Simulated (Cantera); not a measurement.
Mixture: 4.95 % CH₄, 0.406 % C₂H₆, 19.9 % O₂, 74.8 % N₂, equivalence ratio 0.57, at 1.00 bar, adiabatic and at constant pressure. Ignition delay is the time to a rise of 400 K.

Detailed kinetics in Cantera: GRI-Mech 3.0 (53 species, 325 reactions).

Predict: delay at 1225 K; delay at 1325 K; delay at 1425 K; delay at 1525 K; delay at 1625 K; apparent activation energy between 1525 and 1625 K.


```
Quantity                                                Result
--------------------------------------------------  ----------
delay at 1225 K                                        4.32 ms
delay at 1325 K                                        1.43 ms
delay at 1425 K                                       0.523 ms
delay at 1525 K                                       0.216 ms
delay at 1625 K                                       0.103 ms
apparent activation energy between 1525 and 1625 K  150 kJ/mol
```
